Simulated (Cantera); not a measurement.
Feed: 1 mol HMDSO, 8.2 mol H2O, 48 mol N2, equilibrated at 798 K and 10.0 Torr.

These are equilibrium values from Cantera (NASA tables, ideal gas, pure condensed phases), not measurements of a reactor. Candidate condensed phases: C, C6H6, C7H8, C8H18, H2O, Si, SiC, SiO2, Si2N2O, Si3N4; 151 gas species. The feed counts by its element totals alone. Equilibrium is a limit: real reactors are often held back by kinetics, nucleation or transport.

**Question.** What is the equilibrium state?

**Answer.** 
```
Item                                  Value
--------------------------------  ---------
x(N2)                                 0.689
x(H2)                                 0.240
x(CO)                                0.0599
x(CO2)                              0.00504
x(H2O)                              0.00472
x(CH4)                              0.00107
x(NH3)                              3.97e-6
n(C(graphite))                     1.41 mol
n(SiO2(α-quartz))                  2.00 mol
gas amount                        69.65 mol
log10 activity of Si(s) (absent)     -20.06
```
